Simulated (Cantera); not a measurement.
An isothermal, constant-pressure homogeneous reactor starts with 0.916 % H₂, 83.3 % O₂, 15.8 % N₂, at 1400 K and 0.0138 atm.

Detailed kinetics in Cantera: the H2/O2 subset of GRI-Mech 3.0, which has no nitrogen chemistry. Radical loss at walls, strong at low pressure, is not modelled.

One state of this run: x H₂ = 0.000118; x O₂ = 0.824; x H = 0.000328; x O = 0.00775; x HO₂ = 4.52e-7. x: mole fraction; the columns are a selection and need not sum to one.

Question: Which value of t (s) does it belong to?
A. 0.000543
B. 0.00632
C. 0.0737
D. 0.000159

Answer: B, 0.00632
